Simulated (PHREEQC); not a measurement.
H2SO4 is added in steps, without added water, to 1 kg of water holding 0.0031 mol NaH2PO4 and 0.0019 mol NaF, at 20 °C. Oxygen alone is held at its pressure in air (log pO2 = -0.68). No CO2 enters from the air. No solid was allowed to form.

Base run: PHREEQC, ion-association model, wateq4f.dat. Each further column changes one thing. The table gives F- (mol/kgw).

```csv
H2SO4 added (mol),base,all activity coefficients set to 1,database phreeqc.dat,Davies equation for every ion,metal-ligand complexes left out
0,0.00188,0.00188,0.00188,0.00188,0.00188
0.0002833,0.00157,?,0.00157,0.00157,0.00157
0.0007083,0.00118,?,0.00118,0.00118,0.00119
0.0009917,0.000992,0.000955,0.000993,0.000993,0.000994
0.001417,0.000779,?,0.000782,0.000781,0.000781
0.0017,0.000676,?,0.000678,0.000678,0.000677
0.001983,0.000594,0.000552,0.000597,0.000596,0.000595
0.002408,0.000500,?,0.000503,0.000502,0.000501
0.002692,0.000452,?,0.000455,0.000454,0.000453
0.003117,0.000395,0.000357,0.000397,0.000397,0.000395
0.0034,0.000364,?,0.000366,0.000366,0.000364
```

Task: Fill in the missing entries.

Result: 
- 0.0002833, all activity coefficients set to 1: 0.00155
- 0.0007083, all activity coefficients set to 1: 0.00115
- 0.001417, all activity coefficients set to 1: 0.000738
- 0.0017, all activity coefficients set to 1: 0.000633
- 0.002408, all activity coefficients set to 1: 0.000460
- 0.002692, all activity coefficients set to 1: 0.000413
- 0.0034, all activity coefficients set to 1: 0.000328

H3PO4, which wateq4f.dat lacks, is added to it with the constant of phreeqc.dat.  phreeqc.dat and wateq4f.dat share most of their constants, so their agreement is no independent check.
